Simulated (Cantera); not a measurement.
Low-pressure radical oxidation in H2/O2

A perfectly stirred reactor is fed with 6.63 % H₂, 93.4 % O₂, at 0.0267 bar; it is held at 1200 K, and followed from long to short residence time.

Cantera simulation using the H2/O2 subset of GRI-Mech 3.0, which has no nitrogen chemistry; the numbers are that mechanism's predictions, not measurements. Radical loss at walls, strong at low pressure, is not modelled. The temperature is held fixed by assumption; the heat of reaction is taken as removed at once.

| τ (s) | x H₂ | x O₂ | x H₂O | x H | x HO₂ | x H₂O₂ |
|---|---|---|---|---|---|---|
| 3.8 | 6.46e-5 | 0.931 | 0.0682 | 2.03e-5 | 1.36e-6 | 9.54e-8 |
| 1.5 | 0.000115 | 0.930 | 0.0680 | 5.12e-5 | 2.04e-6 | 1.24e-7 |
| 0.58 | 0.000204 | 0.929 | 0.0677 | 0.000131 | 2.95e-6 | 1.56e-7 |
| 0.23 | 0.000353 | 0.927 | 0.0672 | 0.000320 | 4.03e-6 | 1.90e-7 |
| 0.089 | 0.000616 | 0.924 | 0.0663 | 0.000781 | 5.28e-6 | 2.24e-7 |
| 0.035 | 0.00106 | 0.920 | 0.0648 | 0.00179 | 6.53e-6 | 2.56e-7 |
| 0.014 | 0.00179 | 0.913 | 0.0624 | 0.00369 | 7.62e-6 | 2.86e-7 |
| 0.0054 | 0.00312 | 0.905 | 0.0586 | 0.00678 | 8.46e-6 | 3.23e-7 |
| 0.0021 | 0.00563 | 0.899 | 0.0534 | 0.0103 | 8.96e-6 | 3.82e-7 |
| 0.00083 | 0.0106 | 0.898 | 0.0464 | 0.0127 | 9.07e-6 | 4.71e-7 |
x: mole fraction; the columns are a selection and need not sum to one.
